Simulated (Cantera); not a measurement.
## SiO₂ + Si + H₂ (sublimation and decomposition of ceramics)

Charge: 1 mol SiO₂, 0.034 mol Si, a varied amount of H₂, at 49.0 mbar.

Cantera equilibrium calculation (NASA polynomials, part measured and part estimated; ideal gas, pure solids and liquids). Candidate condensed phases: H₂O, Si, SiO₂; 18 gas species. The tables hold silica as quartz up to 1696 K and as liquid above; real silica turns to tridymite and cristobalite and melts near 1996 K. Kinetics and transport are ignored.

Stable condensed phases:

```
T in K \ n(H₂) in mol
         0.31 0.36 0.41 0.46 0.52 0.59 0.68 0.77 0.87 0.99  1.1  1.3
   2898     A    A    A    A    A    A    A    A    A    A    A    A
   2848     A    A    A    A    A    A    A    A    A    A    A    A
   2798     A    A    A    A    A    A    A    A    A    A    A    A
   2748     A    A    A    A    A    A    A    A    A    A    A    A
   2698     A    A    A    A    A    A    A    A    A    A    A    A
   2648     B    B    B    B    B    B    A    A    A    A    A    A
   2598     B    B    B    B    B    B    B    B    B    A    A    A
   2548     B    B    B    B    B    B    B    B    B    B    B    A
   2498     B    B    B    B    B    B    B    B    B    B    B    B
   2448     B    B    B    B    B    B    B    B    B    B    B    B
   2398     B    B    B    B    B    B    B    B    B    B    B    B
   2348     B    B    B    B    B    B    B    B    B    B    B    B
```

A: gas only; B: SiO₂.
